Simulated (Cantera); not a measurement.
# Premixed flame

A freely propagating, adiabatic, planar premixed flame of H2 : O2 : N2 = 1 : 0.2 : 0.96 (molar parts), equivalence ratio 2.5, unburnt at 523 K and 270 Torr; mixture-averaged transport, grid criteria slope 0.08 and curve 0.16, no radiation.

Cantera simulation using the H2/O2 subset of GRI-Mech 3.0, which has no nitrogen chemistry; the numbers are that mechanism's predictions, not measurements. Burning velocities carry a grid error of a few per cent, more on coarse grids.

```
z (mm)  T (K)  u (m/s)   x H2      x O2       x H       x O     x HO2   x H2O2
------  -----  -------  -----  --------  --------  --------  --------  -------
-5.20     523     5.06  0.463    0.0926     <1e-8     <1e-8     <1e-8    <1e-8
-3.47     523     5.06  0.463    0.0926     <1e-8     <1e-8     <1e-8    <1e-8
-2.60     523     5.06  0.463    0.0926     <1e-8     <1e-8     <1e-8    <1e-8
-1.73     523     5.06  0.463    0.0926   1.33e-7     <1e-8   8.27e-7    <1e-8
-0.867    551     5.31  0.459    0.0922  0.000423   1.49e-5  0.000113  3.32e-6
-0.433    744     7.03  0.431    0.0862   0.00880  0.000188   5.85e-5  2.91e-6
0        1082     9.99  0.344    0.0544    0.0471   0.00185   2.29e-5  3.06e-7
0.433    1305     12.0  0.268    0.0111    0.0790   0.00145   4.48e-6  1.49e-7
0.867    1394     12.8  0.256   0.00136    0.0798  0.000503   5.18e-7  8.31e-8
1.73     1482     13.5  0.261  0.000138    0.0697  0.000328   5.08e-8  7.40e-8
3.47     1576     14.2  0.270   8.72e-5    0.0564  0.000262   3.11e-8  6.08e-8
6.93     1670     15.0  0.279   5.75e-5    0.0426  0.000179   2.07e-8  4.02e-8
13.9     1754     15.6  0.287   3.20e-5    0.0301  0.000102   1.23e-8  2.22e-8
```
x: mole fraction of selected species; z is measured from the peak of heat release.

| Quantity | Value |
|---|---|
| laminar burning velocity | 506 cm/s |
| thermal thickness | 1.73 mm |
| peak x(H) | 0.0813 |
| peak x(O) | 0.00221 |
| peak x(HO2) | 0.000113 |
| peak x(H2O2) | 4.77e-6 |
